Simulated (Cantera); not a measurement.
Input (Python, Cantera) and output of one run.

```python
import numpy as np
import cantera as ct

gas_names = """
    AL ALCL ALCL2 ALCL3 ALH ALO ALOCL ALOH ALO2 ALO2H AL2 AL2CL6 AL2O AL2O2 CL CLO CL2 H HALO HCL HOCL
    HO2 H2 H2O H2O2 O OH O2 O3
""".split()
cond_names = """
    AL(cr) AL(L) ALCL3(s) ALCL3(L) AL2O3(a) AL2O3(L) H2O(s) H2O(L)
""".split()


def load(file, names, dense=False):
    # The tables refer to 1 bar. Condensed volumes are neglected.
    table = {s.name: s for s in ct.Species.list_from_file(file)}
    out = []
    for n in names:
        d = dict(table[n].input_data)
        d["thermo"] = dict(d["thermo"], **{"reference-pressure": 1e5})
        if dense:
            d["equation-of-state"] = {"model": "constant-volume", "density": "1e6 g/cm^3"}
        out.append(ct.Species.from_dict(d))
    return out


gas = ct.Solution(thermo="ideal-gas", species=load("nasa_gas.yaml", gas_names))
cond = {s.name: ct.Solution(thermo="fixed-stoichiometry", species=[s], name=s.name)
        for s in load("nasa_condensed.yaml", cond_names, dense=True)}
atoms = {
    'Al2O3': {'AL': 2, 'O': 3},
    'HCl': {'H': 1, 'CL': 1},
    'H2': {'H': 2},
}
top_T = {}  # K; cautious upper limits of use, not melting points


def equilibrate(T, P, feed):
    n = {}
    for name, mol in feed.items():
        for a, k in atoms[name].items():
            n[a] = n.get(a, 0.0) + k * mol
    gas.TPX = T, P, n
    mass = sum(n.values()) * gas.mean_molecular_weight
    gas.equilibrate("TP")
    valid = [c for c in cond.values() if c.min_temp <= T <= top_T.get(c.name, c.max_temp)]
    mix = ct.Mixture([(gas, mass / gas.mean_molecular_weight)] + [(c, 0.0) for c in valid])
    mix.T, mix.P = T, P
    mix.equilibrate("TP", solver="vcs", rtol=1e-11, max_steps=5000)
    return mix


results = []
feed = {'Al2O3': 1, 'HCl': 2.8, 'H2': 0.56}  # mol
T = 825  # K
P = 490000  # Pa
mix = equilibrate(T, P, feed)
results.append((T, P, feed, dict(zip(mix.species_names, mix.species_moles))))
x = sorted(zip(gas.X, gas.species_names), reverse=True)
print(f"T = {T:g} K  P = {P:g} Pa  gas = {mix.phase_moles(0):.4g} mol")
print("   x: " + "  ".join(f"{s} {v:.3e}" for v, s in x if v > 1e-06))
print("   condensed (mol): " + ("  ".join(f"{mix.phase(i).name} {mix.phase_moles(i):.4g}"
      for i in range(1, mix.n_phases) if mix.phase_moles(i) > 1e-12) or "none"))
```

Result:

```
T = 825 K  P = 490000 Pa  gas = 3.36 mol
   x: HCL 8.331e-01  H2 1.667e-01  H2O 1.117e-04  ALCL3 7.437e-05
   condensed (mol): AL2O3(a) 0.9999
```

Equilibrium computed with Cantera from the NASA thermochemical tables; the gas is ideal and each condensed phase is pure. Condensed phases not in the tables: AlOCl.
